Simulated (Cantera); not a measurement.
Cantera run:

```python
import numpy as np
import cantera as ct

gas_names = """
    C CO CO2 C2 C2O C3 C3O2 C4 C5 O O2 O3 Pb PbO Pb2
""".split()
cond_names = """
    C(gr) Pb(cr) Pb(L) PbO(rd) PbO(yw) PbO(L) PbO2(s) Pb3O4(s)
""".split()


# ... load() reads the species with a 1 bar reference pressure and builds the phases ...
atoms = {
    'PbO': {'Pb': 1, 'O': 1},
    'CO': {'C': 1, 'O': 1},
    'C': {'C': 1},
}
top_T = {'C(gr)': 4500, 'Pb3O4(s)': 820}  # K; cautious upper limits of use, not melting points


# ... equilibrate(T, P, feed) seeds the gas with the atoms and calls Mixture.equilibrate('TP', solver="vcs", rtol=1e-11, max_steps=5000) ...
results = []
feed = {'PbO': 1, 'CO': 9, 'C': 4.4}  # mol
T = 1623  # K
P = 1700  # Pa
mix = equilibrate(T, P, feed)
results.append((T, P, feed, dict(zip(mix.species_names, mix.species_moles))))
print(gas.report(threshold=0.0001))
for i in range(1, mix.n_phases):
    print(f"{mix.phase(i).name:16s} {mix.phase_moles(i):12.5e} mol")
```

Result:

```
       temperature   1623 K
          pressure   1700 Pa
           density   0.0055809 kg/m^3
  mean mol. weight   44.3 kg/kmol
   phase of matter   gas

                          1 kg             1 kmol
                     ---------------   ---------------
          enthalpy       -9.2518e+05       -4.0986e+07  J
   internal energy       -1.2298e+06        -5.448e+07  J
           entropy            6408.9        2.8392e+05  J/K
    Gibbs function       -1.1327e+07       -5.0178e+08  J
 heat capacity c_p            773.93             34285  J/K
 heat capacity c_v            586.25             25971  J/K

                      mass frac. Y      mole frac. X     chem. pot. / RT
                     ---------------   ---------------   ---------------
                CO            0.5748           0.90909           -39.373
                Pb           0.42519          0.090906           -15.297
     [  +13 minor]         1.883e-05        5.0805e-06

C(gr)             3.40004e+00 mol
Pb(L)             0.00000e+00 mol
PbO(L)            0.00000e+00 mol
```

Method: chemical equilibrium by Gibbs-energy minimisation in Cantera with the NASA 1993 tables (ideal gas, pure condensed phases).
